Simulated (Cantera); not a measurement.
Feed: 1 mol Si, 0.0065 mol H2O, 570 mol N2, held at 2098.15 K and 0.110 Pa.

Equilibrium computed with Cantera from the NASA thermochemical tables; the gas is ideal and each condensed phase is pure. Candidate condensed phases: H2O, Si, SiO2, Si2N2O, Si3N4; 35 gas species. Kinetics and transport are ignored.

Base state: N2 0.998, Si 0.00174, H 2.28e-5, SiO 1.14e-5 (mole fractions); condensed: gas only.

Q: What changes in the equilibrium state with this change: temperature from 2098.15 K to 1423.15 K?

A: 
```csv
species,before,after
N2,0.998,0.999
Si,0.00174,0.00139
H,2.28e-5,1.36e-5
SiO,1.14e-5,1.14e-5
"Si(s), mol",0,0.191
```
